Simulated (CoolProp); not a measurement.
Fluorine along the isotherm 299.5 K: Z from the reference equation and from simpler models built on Tc = 144.4 K, pc = 5240 kPa, ω = 0.045; each cubic takes its own stable root.

The numbers come from the reference Helmholtz-energy equation of state, de Reuck 1990 in CoolProp.

```json
[
 {"p (kPa)": "2500", "phase": "gas", "reference": "0.9899"},
 {"p (kPa)": "5000", "phase": "gas", "reference": "0.9811"},
 {"p (kPa)": "7500", "phase": "supercritical", "reference": "0.9750"},
 {"p (kPa)": "10000", "phase": "supercritical", "reference": "0.9718"},
 {"p (kPa)": "12500", "phase": "supercritical", "reference": "0.9712"},
 {"p (kPa)": "15000", "phase": "supercritical", "reference": "0.9728"},
 {"p (kPa)": "17500", "phase": "supercritical", "reference": "0.9764"},
 {"p (kPa)": "20000", "phase": "supercritical", "reference": "0.9818"}
]
```

### Question
How far does each simpler model (van der Waals, Redlich-Kwong, Soave-Redlich-Kwong, Peng-Robinson) lie from the reference over these 8 states: mean and median of the absolute difference, and the worst?

### Answer
- van der Waals: mean 3.5 %, median 3.7 %, worst -5.7 % at 299.5 K and 20000 kPa
- Redlich-Kwong: mean 1.0 %, median 1.0 %, worst -1.8 % at 299.5 K and 20000 kPa
- Soave-Redlich-Kwong: mean 1.4 %, median 1.5 %, worst +2.1 % at 299.5 K and 20000 kPa
- Peng-Robinson: mean 1.3 %, median 1.3 %, worst -2.1 % at 299.5 K and 20000 kPa
